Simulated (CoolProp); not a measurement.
Vapour-liquid equilibrium of n-heptane (1) + n-dodecane (2) at 0.0581 bar; x and y are mole fractions of (1).

Computed with CoolProp (multi-fluid Helmholtz-energy mixture model, Span 2003 and Lemmon 2004; pair parameters Bell 2016).

Question: Give the bubble temperature and the first vapour's composition at x = 0.05, 0.2, 0.8. Is there an azeotrope?

Answer: x = 0.05: 368.7 K, y = 0.731; x = 0.2: 332.9 K, y = 0.969; x = 0.8: 301.5 K, y = 0.999. No azeotrope shows between x = 0.05 and 0.95.

Pair parameters are fitted to limited data, so mixtures are less certain than the pure fluids. The gap from Raoult's law changes sign with composition, which may be real or a fault of the pair parameters; it wasn't checked against measurements.
